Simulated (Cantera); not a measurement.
An isothermal, constant-pressure homogeneous reactor starts with H2 : O2 : N2 = 0.0041 : 1 : 0.24 (molar parts), equivalence ratio 0.0021, at 948 K and 0.0263 atm.

Cantera simulation using the H2/O2 subset of GRI-Mech 3.0, which has no nitrogen chemistry; the numbers are that mechanism's predictions, not measurements. Radical loss at walls, strong at low pressure, is not modelled. Below about 950 K walls govern HO2 and H2O2 in real vessels.

One state of this run: x H2 = 1.40e-5; x O2 = 0.803; x HO2 = 9.03e-7; x O = 0.000270; x H = 4.65e-6. x: mole fraction; the columns are a selection and need not sum to one.

Q: Which value of t (s) does it belong to?
(A) 0.000309
(B) 0.00136
(C) 0.514
(D) 0.117

A: D, 0.117
